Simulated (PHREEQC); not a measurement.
# Arsenic or selenium liquor: speciation

Solution (25 °C): 0.0429 mol/kgw Na2HAsO4 and 0.058 mol/kgw H3PO4. Closed to the air; pH follows from the charge balance.

Computed with PHREEQC (ion-association model, wateq4f.dat).

* **pH**: 2.92
* **ionic strength**: 0.0872 mol/kgw
* **total alkalinity**: -15.1 meq/kg

| species | molality | activity | log γ |
|---|---|---|---|
| Na+ | 0.0858 | 0.0678 | -0.102 |
| H2PO4- | 0.0510 | 0.0406 | -0.099 |
| H2AsO4- | 0.0362 | 0.0286 | -0.103 |
| H3PO4 | 0.00700 | 0.00714 | 0.009 |
| H3AsO4 | 0.00667 | 0.00681 | 0.009 |
| H+ | 0.00144 | 0.00119 | -0.080 |
| HPO4-2 | 5.38e-6 | 2.11e-6 | -0.406 |
| HAsO4-2 | 4.27e-6 | 1.66e-6 | -0.412 |
| NaHPO4- | 3.51e-7 | 2.79e-7 | -0.099 |

Precipitation was switched off in this run. H3PO4, which wateq4f.dat lacks, is added to it with the constant of phreeqc.dat.
